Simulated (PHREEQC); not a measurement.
# Ultrapure water in contact with air or piping

Synthetic water in mmol/kgw, 25 °C, pH 5.95, pe 8.6:

| constituent | mmol/kgw |
|---|---|
| Na | 0.00389 |
| K | 0.000534 |
| Ca | 0.0204 |
| Mg | 0.00444 |
| Cl | 0.0266 |
| S(6) | 0.0104 |
| Alkalinity (meq/kgw) | 0.00635 |
| Sr | 2.11e-05 |
| Cu(2) | 0.000324 |
| Ni | 0.000475 |
| Li | 8.5e-05 |
| Cd | 0.000262 |
| Pb | 0.000309 |

Cl is adjusted to close the charge balance.
Valence states are taken as typed.

Equilibrium calculation in PHREEQC: ion-association model, wateq4f.dat.

Each row changes one thing in this solution. Precipitation was switched off in this run.

```json
[
 {"case": "as made", "CO2 (mol/kgw)": "1.86e-5", "HCO3- (mol/kgw)": "7.45e-6", "Cu+2 (mol/kgw)": "3.14e-7", "Pb+2 (mol/kgw)": "2.99e-7", "CaSO4 (mol/kgw)": "3.84e-8", "MgSO4 (mol/kgw)": "9.82e-9", "SI of Tenorite (CuO)": "-2.24", "SI of Pb(OH)2 (Pb(OH)2)": "-2.79"},
 {"case": "all concentrations times 4 at the same typed pH", "CO2 (mol/kgw)": "6.50e-5", "HCO3- (mol/kgw)": "[?]", "Cu+2 (mol/kgw)": "1.24e-6", "Pb+2 (mol/kgw)": "1.15e-6", "CaSO4 (mol/kgw)": "5.54e-7", "MgSO4 (mol/kgw)": "1.42e-7", "SI of Tenorite (CuO)": "-1.66", "SI of Pb(OH)2 (Pb(OH)2)": "-2.23"},
 {"case": "Cu(2) from 0.000324 to 0.000972 mmol/kgw", "CO2 (mol/kgw)": "1.85e-5", "HCO3- (mol/kgw)": "[?]", "Cu+2 (mol/kgw)": "[?]", "Pb+2 (mol/kgw)": "2.99e-7", "CaSO4 (mol/kgw)": "3.84e-8", "MgSO4 (mol/kgw)": "9.81e-9", "SI of Tenorite (CuO)": "[?]", "SI of Pb(OH)2 (Pb(OH)2)": "-2.79"},
 {"case": "pH from 5.95 to 6.95 at the same alkalinity", "CO2 (mol/kgw)": "1.47e-6", "HCO3- (mol/kgw)": "5.89e-6", "Cu+2 (mol/kgw)": "1.20e-7", "Pb+2 (mol/kgw)": "2.53e-7", "CaSO4 (mol/kgw)": "3.85e-8", "MgSO4 (mol/kgw)": "9.83e-9", "SI of Tenorite (CuO)": "-0.66", "SI of Pb(OH)2 (Pb(OH)2)": "-0.87"}
]
```

Problem. Fill in the missing entries.

Solution. 
- all concentrations times 4 at the same typed pH, HCO3- (mol/kgw): 2.63e-5
- Cu(2) from 0.000324 to 0.000972 mmol/kgw, HCO3- (mol/kgw): 7.42e-6
- Cu(2) from 0.000324 to 0.000972 mmol/kgw, Cu+2 (mol/kgw): 9.42e-7
- Cu(2) from 0.000324 to 0.000972 mmol/kgw, SI of Tenorite (CuO): -1.77

The database's constant for dissolved Cu(OH)2 is higher than later reviews accept.
